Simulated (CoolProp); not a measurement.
Vapour-liquid equilibrium of n-hexane (1) + hexamethyldisiloxane (MM) (2) at 357.6 K; x and y are mole fractions of (1).

Values from CoolProp's multi-fluid Helmholtz-energy mixture model, Thol 2019 and Thol 2016; pair parameters Bell 2016.

Task: Give the bubble pressure and the first vapour's composition at x = 0.05, 0.5, 0.65. Is there an azeotrope?

Result: x = 0.05: 0.06613 MPa, y = 0.107; x = 0.5: 0.1049 MPa, y = 0.701; x = 0.65: 0.1205 MPa, y = 0.823. No azeotrope shows between x = 0.05 and 0.95.

The pair parameters rest on a limited set of measurements; away from them the model extrapolates.
